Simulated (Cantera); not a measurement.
## Thermodynamics of thermal oxidation and active oxidation of silicon, feed Si + CO2 + N2

Feed: 1 mol Si, a varied amount of CO2, 7.7 mol N2, at 1325 K and 101000 Pa.

Cantera equilibrium calculation (NASA polynomials, part measured and part estimated; ideal gas, pure solids and liquids). Candidate condensed phases: C, Si, SiC, SiO2, Si2N2O, Si3N4; 34 gas species. N2 is the only nitrogen source here; it is nearly inert below about 1500 K, so the nitride shown seldom forms there in practice. Mutual solubility and eutectic melting of coexisting phases are not modelled. The tables hold silica as quartz up to 1696 K and as liquid above; real silica turns to tridymite and cristobalite and melts near 1996 K. Rates play no part.

```csv
n(CO2) (mol),x N2,x CO,x CO2,x SiO,n C(graphite),n Si2N2O(s),n Si3N4(s),n SiO2(β-quartz)
0.041,1.000,2.75e-6,<1e-12,6.68e-11,0.0410,0.0820,0.279,0
0.053,1.000,2.75e-6,<1e-12,6.68e-11,0.0530,0.106,0.263,0
0.067,1.000,2.75e-6,<1e-12,6.68e-11,0.0670,0.134,0.244,0
0.085,1.000,2.75e-6,<1e-12,6.68e-11,0.0850,0.170,0.220,0
0.11,1.000,2.75e-6,<1e-12,6.68e-11,0.110,0.220,0.187,0
0.14,1.000,2.75e-6,<1e-12,6.68e-11,0.140,0.280,0.147,0
0.18,1.000,2.75e-6,<1e-12,6.68e-11,0.180,0.360,0.0933,0
0.23,1.000,2.75e-6,<1e-12,6.68e-11,0.230,0.460,0.0267,0
0.29,0.989,0.0110,4.72e-7,4.25e-9,0.210,0.500,0,0
0.37,0.968,0.0323,4.07e-6,7.35e-9,0.130,0.500,0,0
0.47,0.942,0.0576,1.30e-5,9.96e-9,0.0301,0.500,0,0
0.59,0.932,0.0679,1.80e-5,1.09e-8,0.0619,0.449,0,0.101
0.76,0.932,0.0679,1.80e-5,1.09e-8,0.224,0.339,0,0.322
```
x: gas mole fraction; n: condensed amount in mol.

From 0.041 mol CO2 to 0.23 mol CO2 the condensed part is C(graphite) + Si2N2O(s) + Si3N4(s). From 0.29 mol CO2 to 0.47 mol CO2 the condensed part is C(graphite) + Si2N2O(s). From 0.59 mol CO2 to 0.76 mol CO2 the condensed part is C(graphite) + SiO2(β-quartz) + Si2N2O(s).
